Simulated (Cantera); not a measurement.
Feed: 1 mol B2O3, 84 mol H2, 9.7 mol N2, held at 11.0 Pa.

Cantera equilibrium calculation (NASA polynomials, part measured and part estimated; ideal gas, pure solids and liquids). Candidate condensed phases: B, BN, B2O3, B3O3H3, H2O; 39 gas species. Kinetics and transport are ignored. All values below are at 2373 K.

Base state: H 0.664, H2 0.248, N2 0.0674, BO 0.0130, H2O 0.00275, O 0.00235, OH 0.00131, HBO 0.000457 (mole fractions); condensed: gas only.

What changes in the equilibrium state with this change: pressure from 11.0 Pa to 70.0 mbar?


```tsv
species	before	after
H2	0.248	0.827
N2	0.0674	0.0997
H	0.664	0.0480
BO	0.0130	0.00581
HBO	0.000457	0.00943
O2	1.08e-5	6.65e-9
O	0.00235	2.31e-6
B2O2	1.43e-6	0.000183
B2O3	5.88e-6	0.000471
```
